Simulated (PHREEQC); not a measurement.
**Acid mine or pickling water**

Synthetic water in mmol/kgw, 20 °C, pH 3.07, pe 8.3:

| constituent | mmol/kgw |
|---|---|
| Na | 19.7 |
| K | 3.98 |
| Ca | 9.51 |
| Mg | 8.31 |
| Cl | 4.31 |
| S(6) | 46.1 |
| Br | 0.0973 |
| Al | 15.4 |
| Mn(2) | 1.07 |
| Zn | 0.0225 |

Valence states are taken as typed.

All values are PHREEQC results (ion-association model, wateq4f.dat), not measurements.

Each row changes one thing in this solution. No solid was allowed to form.

```csv
case,ionic strength (mol/kgw),SO4-2 (mol/kgw),Na+ (mol/kgw),AlSO4+ (mol/kgw),Ca+2 (mol/kgw),Mg+2 (mol/kgw),SI of Gypsum (CaSO4:2H2O),SI of Gibbsite (Al(OH)3)
as made,0.0958,0.0210,0.0190,0.0108,0.00595,0.00498,-0.14,-2.64
all concentrations times 4 at the same typed pH,0.319,0.0648,0.0731,0.0378,0.0209,0.0169,+0.56,-2.45
Na from 19.7 to 9.85 mmol/kgw,0.0903,0.0211,0.00948,0.0108,0.00587,0.00491,-0.13,-2.64
```

Complexes and solids missing from the database can't appear. Some of these states are supersaturated (in Gypsum, for instance).
